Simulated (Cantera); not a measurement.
# Reactions in the system Al-Cl-H

Source: NASA polynomial tables (part measured, part estimated), evaluated in Cantera. Values are per mole of reaction as written; species without (g) are pure solids or liquids, kept so even where they would boil at 1 bar.

2 Al + 6 HCl(g) = Al₂Cl₆(g) + 6 H(g)

| T (K) | ΔH° (kJ) | ΔS° (J/K) | ΔG° (kJ) | log10 K | condensed phases |
|---|---|---|---|---|---|
| 300 | 566.2 | -14.3 | 570.5 | -99.33 | Al(s) |
| 548 | 582.6 | 25.2 | 568.7 | -54.21 | Al(s) |
| 748 | 595.6 | 45.7 | 561.5 | -39.21 | Al(s) |
| 948 | 585.3 | 35.9 | 551.3 | -30.37 | Al(l) |
| 1148 | 595.4 | 45.6 | 543.1 | -24.71 | Al(l) |
| 1348 | 604.3 | 52.7 | 533.2 | -20.66 | Al(l) |
| 1548 | 612.3 | 58.3 | 522.1 | -17.62 | Al(l) |
| 1748 | 619.4 | 62.6 | 510.0 | -15.24 | Al(l) |
| 1948 | 625.9 | 66.1 | 497.1 | -13.33 | Al(l) |
| 2148 | 631.8 | 69.0 | 483.6 | -11.76 | Al(l) |
